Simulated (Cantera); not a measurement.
A closed system holds: 1 mol SiHCl3, 3.9 mol HCl, 18 mol H2, equilibrated at 1.20 mbar.

Equilibrium computed with Cantera from the NASA thermochemical tables; the gas is ideal and each condensed phase is pure. Candidate condensed phases: Si; 19 gas species. The tables' values for SiCl3 are old estimates; treat these amounts as uncertain. The numbers say what is thermodynamically allowed, not how fast it happens.

Q: At 775 °C, list the 4 most abundant gas species with their mole fractions, and the condensed phases.

A: H2 0.821, HCl 0.136, SiCl4 0.0364, SiCl2 0.00254. Condensed: gas only.
